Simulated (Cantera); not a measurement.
# MgO + C + H2 (sublimation and decomposition of ceramics)

Feed: 1 mol MgO, 0.0059 mol C, 0.19 mol H2, at 400 Pa.

Cantera equilibrium calculation (NASA polynomials, part measured and part estimated; ideal gas, pure solids and liquids). Candidate condensed phases: C, C6H6, C7H8, C8H18, H2O, Mg, MgCO3, MgO, Mg(OH)2; 116 gas species. The tables' values for MgH are old estimates; treat these amounts as uncertain. The numbers say what is thermodynamically allowed, not how fast it happens.

```csv
T (K),x Mg,x H2,x H2O,x O,x O2,x H,x OH,x MgO,x CO,n MgO(s)
2275,0.241,0.428,0.210,0.000945,0.000194,0.0879,0.00671,0.000593,0.0196,0.932
2350,0.300,0.292,0.255,0.00396,0.00144,0.107,0.0161,0.00178,0.0165,0.905
2425,0.356,0.173,0.267,0.0156,0.00995,0.118,0.0344,0.00497,0.0128,0.866
2500,0.430,0.0735,0.188,0.0552,0.0579,0.108,0.0572,0.0130,0.00763,0.754
2575,0.527,0.0130,0.0385,0.130,0.157,0.0625,0.0416,0.0238,0.00224,0
2650,0.509,0.0127,0.0251,0.169,0.135,0.0837,0.0402,0.0194,0.00241,0
2725,0.490,0.0112,0.0146,0.212,0.112,0.104,0.0358,0.0156,0.00251,0
2800,0.473,0.00882,0.00762,0.255,0.0885,0.122,0.0295,0.0123,0.00255,0
```
x: gas mole fraction; n: condensed amount in mol.

From 2275 K to 2500 K the condensed part is MgO(s). From 2575 K to 2800 K nothing is condensed. The main Mg-bearing gas is Mg throughout.
